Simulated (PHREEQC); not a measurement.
A solution holds 25 mmol/kgw HNO3, 0.086 mmol/kgw CuSO4 and 1 mmol/kgw KCl, at 25 °C. Closed to the air; pH follows from the charge balance.

The numbers come from PHREEQC with the ion-association model, phreeqc.dat.

- pH = 1.66
- ionic strength = 0.0262 mol/kgw
- specific conductance = 9590 µS/cm
- total alkalinity = -25.0 meq/kg

```csv
species,molality,activity,log γ
NO3-,0.0250,0.0212,-0.071
H+,0.0249,0.0219,-0.056
Cl-,0.001000,0.000853,-0.069
K+,0.001000,0.000852,-0.069
Cu+2,8.57e-5,4.81e-5,-0.251
HSO4-,4.94e-5,4.23e-5,-0.067
SO4-2,3.63e-5,1.98e-5,-0.262
CuSO4,1.94e-7,1.95e-7,0.003
KSO4-,1.38e-7,1.19e-7,-0.064
CuCl+,1.29e-7,1.11e-7,-0.068
```

No solid was allowed to form.
